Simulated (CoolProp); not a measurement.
A single-stage vapour-compression cycle with propylene: evaporating at 256.15 K (dew point), condensing at 300.15 K (bubble point), superheat 2 K, subcooling 0 K, compressor efficiency 0.7, no pressure losses. Each further row changes one setting.

The numbers come from the reference Helmholtz-energy equation of state, Lemmon 2013 in CoolProp.

```tsv
case	cooling COP	pressure ratio	discharge temperature (K)	refrigerating effect (kJ/kg)	volumetric capacity (kJ/m³)
as stated	3.27	3.58	328.3	295	2140
evaporating temperature 261.15 K	___	3.02	324.6	300	___
condensing temperature 295.15 K	___	3.16	321.2	308	2230
subcooling 5 K	3.42	3.58	328.3	308	2230
superheat 12 K	3.27	3.58	___	___	2140
compressor efficiency 0.6	___	3.58	___	295	2140
```

Question: Fill in the missing entries.

Answer: 
- evaporating temperature 261.15 K, cooling COP: 3.84
- evaporating temperature 261.15 K, volumetric capacity (kJ/m³): 2550
- condensing temperature 295.15 K, cooling COP: 3.80
- superheat 12 K, discharge temperature (K): 338.8
- superheat 12 K, refrigerating effect (kJ/kg): 310
- compressor efficiency 0.6, cooling COP: 2.80
- compressor efficiency 0.6, discharge temperature (K): 336.2
